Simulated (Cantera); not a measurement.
A perfectly stirred reactor is fed with CH4 : CO : O2 : N2 = 1 : 0.27 : 1.33 : 11.2 (molar parts), equivalence ratio 1.6, at 5.00 bar; it is adiabatic with a 550 K inlet, and is followed from long to short residence time, starting on the burning branch (τ in s: 0.061, 0.027, 0.012, 0.0054, 0.0024, 0.0011, 0.00047, 0.00021, 9.4e-05).

Detailed kinetics in Cantera: GRI-Mech 3.0 (53 species, 325 reactions).

Task: What does this change do: CH4 1 to 1.6 parts?

Result: 
| quantity | before | after |
|---|---|---|
| blow-out, bracketed by the residence times tried | burning at 27.0 ms, out at 12.0 ms | burning at 61.0 ms, out at 27.0 ms |
| x(CH4) at τ = 61.0 ms | 0.0109 | 0.0654 |
| x(CO) at τ = 61.0 ms | 0.0423 | 0.0421 |
| x(O2) at τ = 61.0 ms | 0.00454 | 0.0357 |
| x(NO) at τ = 61.0 ms | 8.28e-9 | 7.96e-12 |
| x(CO2) at τ = 61.0 ms | 0.0317 | 0.0116 |
| x(CH4) at τ = 2.40 ms | 0.0725 | 0.111 |
| x(CO) at τ = 2.40 ms | 0.0196 | 0.0187 |
| x(O2) at τ = 2.40 ms | 0.0964 | 0.0924 |
| x(NO) at τ = 2.40 ms | <1e-12 | <1e-12 |
| x(CO2) at τ = 2.40 ms | <1e-12 | <1e-12 |
